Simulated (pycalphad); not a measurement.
**Effect of Mg content in Si-Mg**

All values are pycalphad results on the COST 507 light-alloy database (1999) (1 atm), not direct measurements. No gas phase is included, though pure Mg would boil below 1239 °C. The data set is of 1999 and partly superseded. Amounts are mole fractions of atoms. Diffusion is slow at the low end, where real alloys seldom reach equilibrium.

```json
[
 {"alloy": "Si-22.1Mg (at.%)", "liquidus (°C)": "?", "first solid": "?", "solidus (°C)": "944", "phases at 377 °C": "?"},
 {"alloy": "Si-66.3Mg (at.%)", "liquidus (°C)": "1076", "first solid": "MG2SI", "solidus (°C)": "944", "phases at 377 °C": "MG2SI 0.99, diamond (Si) 0.01"},
 {"alloy": "Si-88.4Mg (at.%)", "liquidus (°C)": "915", "first solid": "MG2SI", "solidus (°C)": "639", "phases at 377 °C": "hcp 0.65, MG2SI 0.35"}
]
```

Question: Some entries are withheld; supply them.

Answer: 
- Si-22.1Mg (at.%), liquidus (°C): 1239
- Si-22.1Mg (at.%), first solid: diamond (Si)
- Si-22.1Mg (at.%), phases at 377 °C: diamond (Si) 0.67, MG2SI 0.33

Database names, with the compositions (at.%) that they take in these runs: MG2SI: Mg 67 Si 33.
